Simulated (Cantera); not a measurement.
An adiabatic, constant-pressure homogeneous reactor starts with CH4 : C2H6 : C3H8 : O2 : N2 : H2O = 1 : 0.13 : 0.39 : 8.81 : 33.1 : 12 (molar parts), equivalence ratio 0.50, at 1475 K and 300000 Pa. Integrator tolerance rtol = 1e-08.

Computed with Cantera and GRI-Mech 3.0 (53 species, 325 reactions). GRI-Mech 3.0 was tuned for natural gas; its chemistry of propane as a main component is partial and can be far from experiment.

What does this change do: O2 8.81 to 2.7 parts?


```json
[
 {"quantity": "time of steepest temperature rise", "before": "75.4 µs", "after": "0.324 ms"},
 {"quantity": "temperature at 3.00 s", "before": "2210 K", "after": "1921 K"},
 {"quantity": "equilibrium temperature", "before": "2210 K", "after": "1921 K"},
 {"quantity": "x(CH4) at 3.00 s", "before": "<1e-12 (gas-phase equilibrium <1e-12)", "after": "4.91e-12 (gas-phase equilibrium 5.69e-12)"},
 {"quantity": "x(C2H6) at 3.00 s", "before": "<1e-12 (gas-phase equilibrium <1e-12)", "after": "<1e-12 (gas-phase equilibrium <1e-12)"},
 {"quantity": "x(C3H8) at 3.00 s", "before": "<1e-12 (gas-phase equilibrium <1e-12)", "after": "<1e-12 (gas-phase equilibrium <1e-12)"},
 {"quantity": "x(CO) at 3.00 s", "before": "0.000587 (gas-phase equilibrium 0.000587)", "after": "0.0202 (gas-phase equilibrium 0.0202)"},
 {"quantity": "x(C2H4) at 3.00 s", "before": "<1e-12 (gas-phase equilibrium <1e-12)", "after": "<1e-12 (gas-phase equilibrium <1e-12)"}
]
```

What does this change do: C3H8 0.39 to 0.13 parts?


```
quantity                                                              before                                    after
---------------------------------  -----------------------------------------  ---------------------------------------
time of steepest temperature rise                                    75.4 µs                                  88.2 µs
temperature at 3.00 s                                                 2210 K                                   2019 K
equilibrium temperature                                               2210 K                                   2018 K
x(CH4) at 3.00 s                       <1e-12 (gas-phase equilibrium <1e-12)    <1e-12 (gas-phase equilibrium <1e-12)
x(C2H6) at 3.00 s                      <1e-12 (gas-phase equilibrium <1e-12)    <1e-12 (gas-phase equilibrium <1e-12)
x(C3H8) at 3.00 s                      <1e-12 (gas-phase equilibrium <1e-12)    <1e-12 (gas-phase equilibrium <1e-12)
x(CO) at 3.00 s                    0.000587 (gas-phase equilibrium 0.000587)  8.44e-5 (gas-phase equilibrium 8.39e-5)
x(C2H4) at 3.00 s                      <1e-12 (gas-phase equilibrium <1e-12)    <1e-12 (gas-phase equilibrium <1e-12)
```
